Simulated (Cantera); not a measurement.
# Moist CO burnout

An isothermal, constant-pressure homogeneous reactor starts with 0.633 % CO, 2.08 % O₂, 2.83 % H₂O, 94.5 % N₂, at 1425 K and 10.0 bar.

Computed with Cantera and GRI-Mech 3.0 (53 species, 325 reactions).

| t (s) | x CO | x O₂ | x H₂O | x H₂ | x NO |
|---|---|---|---|---|---|
| 0.000100 | 0.00627 | 0.0207 | 0.0283 | 6.34e-6 | 2.20e-11 |
| 0.000242 | 0.00445 | 0.0198 | 0.0282 | 7.68e-5 | 1.01e-8 |
| 0.000585 | 0.00187 | 0.0186 | 0.0283 | 3.67e-5 | 3.47e-8 |
| 0.00141 | 0.000486 | 0.0179 | 0.0284 | 1.01e-5 | 5.45e-8 |
| 0.00342 | 7.64e-5 | 0.0177 | 0.0284 | 1.81e-6 | 6.62e-8 |
| 0.00827 | 7.73e-6 | 0.0177 | 0.0284 | 2.63e-7 | 7.23e-8 |
| 0.0200 | 4.15e-7 | 0.0177 | 0.0284 | 6.02e-8 | 7.46e-8 |
| 0.0484 | 2.48e-8 | 0.0177 | 0.0284 | 4.52e-8 | 7.53e-8 |
| 0.117 | 2.28e-8 | 0.0177 | 0.0284 | 4.48e-8 | 7.59e-8 |
| 0.283 | 2.28e-8 | 0.0177 | 0.0284 | 4.48e-8 | 7.71e-8 |
| 0.684 | 2.28e-8 | 0.0177 | 0.0284 | 4.48e-8 | 8.01e-8 |
| 1.65 | 2.28e-8 | 0.0177 | 0.0284 | 4.48e-8 | 8.74e-8 |
| 4.00 | 2.28e-8 | 0.0177 | 0.0284 | 4.48e-8 | 1.05e-7 |
x: mole fraction; the columns are a selection and need not sum to one.

Equilibrium at this temperature and pressure: CO 2.28e-8, O₂ 0.0175, H₂O 0.0284, H₂ 4.50e-8, NO 0.000265 (gas phase only).
